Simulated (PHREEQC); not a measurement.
A column of 0.5 m (40 cells, dispersivity 0.04 m, 3600 s a shift, diffusion coefficient 3e-10 m²/s) holds 0.00068 eq of the database's cation exchanger X per kg of pore water, first in equilibrium with 0.0042 mol KCl, 0.071 mol MnCl2, 0.06 mol NaCl and 1e-05 mol HCl per kg of water. It is flushed with 0.00044 mol/kgw CdCl2, 0.00042 mol/kgw MgSO4 and 1e-05 mol/kgw HCl, at 25 °C. Values are for the last cell. CO2 from the air is kept out. No solid was allowed to form.

Computed with PHREEQC (ion-association model, phreeqc.dat).

| pore volumes | S in solution (mol/kgw) | Mg in solution (mol/kgw) | Cd in solution (mol/kgw) | Na in solution (mol/kgw) | K in solution (mol/kgw) | CdX2 on the exchanger (mol/kgw) | KX on the exchanger (mol/kgw) |
|---|---|---|---|---|---|---|---|
| 0 | 0 | 0 | 0 | 0.0600 | 0.00420 | 0 | 3.00e-5 |
| 0.2125 | 3.54e-9 | 3.14e-9 | 3.49e-9 | 0.0600 | 0.00420 | 3.90e-12 | 3.00e-5 |
| 0.4125 | 6.00e-6 | 5.66e-6 | 6.15e-6 | 0.0591 | 0.00414 | 7.06e-9 | 2.98e-5 |
| 0.6125 | 5.72e-5 | 5.43e-5 | 5.86e-5 | 0.0519 | 0.00364 | 8.55e-8 | 2.79e-5 |
| 0.8125 | 0.000152 | 0.000144 | 0.000154 | 0.0383 | 0.00270 | 3.82e-7 | 2.39e-5 |
| 0.9125 | 0.000202 | 0.000189 | 0.000202 | 0.0312 | 0.00220 | 7.03e-7 | 2.15e-5 |
| 1.113 | 0.000285 | 0.000261 | 0.000276 | 0.0193 | 0.00137 | 2.07e-6 | 1.69e-5 |
| 1.312 | 0.000343 | 0.000302 | 0.000314 | 0.0111 | 0.000796 | 5.31e-6 | 1.27e-5 |
| 1.512 | 0.000377 | 0.000319 | 0.000323 | 0.00615 | 0.000445 | 1.22e-5 | 9.32e-6 |
| 1.712 | 0.000397 | 0.000323 | 0.000315 | 0.00331 | 0.000242 | 2.50e-5 | 6.60e-6 |
| 1.913 | 0.000408 | 0.000323 | 0.000304 | 0.00174 | 0.000131 | 4.53e-5 | 4.48e-6 |
| 2.112 | 0.000414 | 0.000327 | 0.000300 | 0.000910 | 6.99e-5 | 7.22e-5 | 2.89e-6 |
| 2.212 | 0.000416 | 0.000331 | 0.000303 | 0.000655 | 5.11e-5 | 8.72e-5 | 2.26e-6 |
| 2.413 | 0.000418 | 0.000345 | 0.000317 | 0.000338 | 2.72e-5 | 0.000117 | 1.33e-6 |
| 2.612 | 0.000419 | 0.000362 | 0.000339 | 0.000173 | 1.45e-5 | 0.000144 | 7.49e-7 |
| 2.812 | 0.000419 | 0.000379 | 0.000364 | 8.87e-5 | 7.66e-6 | 0.000165 | 4.07e-7 |
| 3.013 | 0.000420 | 0.000393 | 0.000385 | 4.52e-5 | 4.04e-6 | 0.000180 | 2.17e-7 |

Species that the database lacks are ignored.
